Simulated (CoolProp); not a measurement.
The fluid at 404 K and 0.144 MPa flows at 2.8 m/s in a round tube of 50 mm bore and 45 µm roughness, fully developed (64/Re and Nu = 3.66 if laminar; Colebrook and Gnielinski if turbulent). The same conditions are run with several fluids, on thermodynamics alone (safety and materials aside).

Model: reference Helmholtz-energy equation of state of each fluid (CF4 (R14): Platzer 1990; propane: Lemmon 2009; C3F8 (R218): Lemmon 2006; R410A: Lemmon 2003; R22: Kamei 1995), in CoolProp. The equations of Platzer and Polt are older, rougher fits. Blends and air are pseudo-pure fits.

```tsv
fluid	Reynolds number	Darcy friction factor	pressure drop (Pa/m)	heat-transfer coefficient (W/(m² K))	mass flow (kg/h)
CF4 (R14)	23800	0.0268	7.95	32.4	74.8
propane	24400	…	3.99	42.3	37.7
C3F8 (R218)	…	0.0228	14.6	68.7	161
R410A	25100	0.0266	6.53	30.2	62.0
R22	…	0.0260	7.62	29.1	73.9
```

Question: Complete the blanks.

Answer: 
- propane, Darcy friction factor: 0.0267
- C3F8 (R218), Reynolds number: 68000
- R22, Reynolds number: 28100

Transport values come from each fluid's own correlations; those of CF4 (R14), C3F8 (R218), R22 are estimates that may be off by 10 % or more.
